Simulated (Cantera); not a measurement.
# Low-pressure radical oxidation in H2/O2

An isothermal, constant-pressure homogeneous reactor starts with H2 : O2 = 0.0057 : 1 (molar parts), at 1325 K and 9.00 Torr.

Model: the H2/O2 subset of GRI-Mech 3.0, which has no nitrogen chemistry, integrated in Cantera. Radical loss at walls, strong at low pressure, is not modelled.

| t (s) | x H2 | x O2 | x H2O2 | x O | x OH | x HO2 |
|---|---|---|---|---|---|---|
| 9.00e-6 | 0.00567 | 0.994 | <1e-12 | 5.15e-11 | 5.14e-11 | 3.56e-10 |
| 4.19e-5 | 0.00567 | 0.994 | <1e-12 | 8.01e-10 | 7.93e-10 | 1.66e-9 |
| 0.000195 | 0.00567 | 0.994 | <1e-12 | 7.31e-9 | 6.94e-9 | 7.73e-9 |
| 0.000911 | 0.00567 | 0.994 | 1.67e-11 | 7.14e-8 | 6.03e-8 | 3.60e-8 |
| 0.00424 | 0.00565 | 0.994 | 2.70e-10 | 1.12e-5 | 8.84e-6 | 1.75e-7 |
| 0.0198 | 1.43e-5 | 0.989 | 6.78e-9 | 0.00504 | 0.000647 | 2.86e-7 |
| 0.0921 | 1.20e-5 | 0.989 | 6.48e-9 | 0.00456 | 0.000610 | 2.69e-7 |
| 0.429 | 8.01e-6 | 0.991 | 5.73e-9 | 0.00299 | 0.000498 | 2.16e-7 |
| 2.00 | 2.30e-6 | 0.993 | 3.39e-9 | 0.000840 | 0.000268 | 1.05e-7 |
x: mole fraction; the columns are a selection and need not sum to one.

Equilibrium at this temperature and pressure: H2 7.02e-9, O2 0.994, H2O2 4.10e-11, O 2.52e-6, OH 1.49e-5, HO2 1.20e-8 (gas phase only).
